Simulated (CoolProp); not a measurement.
Model: reference Helmholtz-energy equation of state, de Vries 1995, in CoolProp.

### Question
Give the vapour pressure (kPa), vapour density (kg/m³), enthalpy of vaporisation (kJ/kg), liquid cp (kJ/(kg K)) of saturated R124 at 248.6, 274.7, 287.8 K.

### Answer
| T (K) | p (kPa) | vapour density (kg/m³) | enthalpy of vaporisation (kJ/kg) | liquid cp (kJ/(kg K)) |
|---|---|---|---|---|
| 248.6 | 57.9 | 3.94 | 172 | 1.04 |
| 274.7 | 173 | 11.0 | 159 | 1.09 |
| 287.8 | 274 | 17.1 | 152 | 1.11 |
